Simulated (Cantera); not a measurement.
Charge: 1 mol Fe, 0.7 mol NH3, 14 mol H2, at 1800 K and 0.000210 bar.

Equilibrium computed with Cantera from the NASA thermochemical tables; the gas is ideal and each condensed phase is pure. Kinetics and transport are ignored.

```json
[
 {"species": "H2", "before": "0.895", "after": "0.977"},
 {"species": "N2", "before": "0.0211", "after": "0.0227"},
 {"species": "H", "before": "0.0234", "after": "4.90e-6"},
 {"species": "Fe", "before": "0.0603", "after": "3.82e-8"},
 {"species": "Fe(α), mol", "before": "0", "after": "1.000"}
]
```
Gas species are given as mole fractions.

Name the change that produced these shifts.
(A) temperature from 1800 K to 1148.15 K
(B) temperature from 1800 K to 1573.15 K
(C) NH3 from 0.7 to 0.46 mol
(D) NH3 from 0.7 to 1.2 mol

A, temperature from 1800 K to 1148.15 K
